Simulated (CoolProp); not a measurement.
A simple Rankine cycle with n-butane: condensing at 310.15 K, boiler at 3.05 MPa, turbine inlet 561.9 K, turbine efficiency 0.9, pump efficiency 0.8, no recuperator. Each further row changes one setting.

Values from CoolProp's reference Helmholtz-energy equation of state, Bücker 2006.

```tsv
case	thermal efficiency (%)	net work (kJ/kg)	heat in (kJ/kg)	turbine exit temperature (K)	volume ratio over the turbine
as stated	14.8	?	900	?	?
condensing temperature 302.15 K	?	148	920	?	10.7
boiler pressure 2.13 MPa	12.7	116	912	510.6	5.89
turbine efficiency 0.8	?	?	900	?	8.63
```

Q: Some entries are withheld; supply them.

A: 
- as stated, net work (kJ/kg): 134
- as stated, turbine exit temperature (K): 498.8
- as stated, volume ratio over the turbine: 8.52
- condensing temperature 302.15 K, thermal efficiency (%): 16.1
- condensing temperature 302.15 K, turbine exit temperature (K): 492.7
- turbine efficiency 0.8, thermal efficiency (%): 13.1
- turbine efficiency 0.8, net work (kJ/kg): 118
- turbine efficiency 0.8, turbine exit temperature (K): 504.8
